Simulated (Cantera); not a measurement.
An adiabatic, constant-volume homogeneous reactor starts with C3H8 : O2 : N2 : H2O = 1 : 10.2 : 38.4 : 0.27 (molar parts), equivalence ratio 0.49, at 1400 K and 63000 Pa.

Model: GRI-Mech 3.0 (53 species, 325 reactions), integrated in Cantera. GRI-Mech 3.0 was tuned for natural gas; its chemistry of propane as a main component is partial and can be far from experiment.

One state of this run: T (K) = 2540; P (bar) = 1.18; x C3H8 = <1e-12; x O2 = 0.0990; x H2 = 0.00160; x CH4 = <1e-12; x HO2 = 8.14e-6; x CH2O = 5.21e-12. x: mole fraction; the columns are a selection and need not sum to one.

Problem. Which value of t (s) does it belong to?
A. 1.37e-5
B. 4.00e-6
C. 0.00190
D. 4.70e-5

Solution. C, 0.00190
